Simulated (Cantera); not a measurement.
Source: NASA polynomial tables (part measured, part estimated), evaluated in Cantera. Values are per mole of reaction as written; species without (g) are pure solids or liquids, kept so even where they would boil at 1 bar.

Q: Between 573 and 2173 K, where is each reaction favourable under standard conditions?
- 2 SrO + 2 HCl(g) + Cl2(g) ⇌ 2 SrCl2 + H2O2(g)

A: 
- 2 SrO + 2 HCl(g) + Cl2(g) ⇌ 2 SrCl2 + H2O2(g): ΔG° is -287 kJ at 573 K and -14 kJ at 2173 K; it stays negative (K > 1). ΔH° is -295 kJ and ΔS° -129 J/K at 2173 K.
